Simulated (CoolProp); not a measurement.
Ammonia at 284.64 K and 0.172 MPa flows at 0.07 m/s in a round tube of 2 mm bore and 15 µm roughness, fully developed (64/Re and Nu = 3.66 if laminar; Colebrook and Gnielinski if turbulent). Each further row changes one setting.

Computed with CoolProp (reference Helmholtz-energy equation of state, Gao 2020).

```
case               Reynolds number  Darcy friction factor  pressure drop (Pa/m)  heat-transfer coefficient (W/(m² K))  mass flow (kg/h)
-----------------  ---------------  ---------------------  --------------------  ------------------------------------  ----------------
as stated                     18.5                   3.46                  5.36                                  43.7           0.00100
velocity 0.14 m/s             37.0                   1.73                  10.7                                  43.7           0.00200
diameter 4 mm                 37.0                   1.73                  1.34                                  21.8           0.00401
```

Viscosity comes from a separate model (Fenghour 1995). Thermal conductivity comes from a separate model (Tufeu 1984).
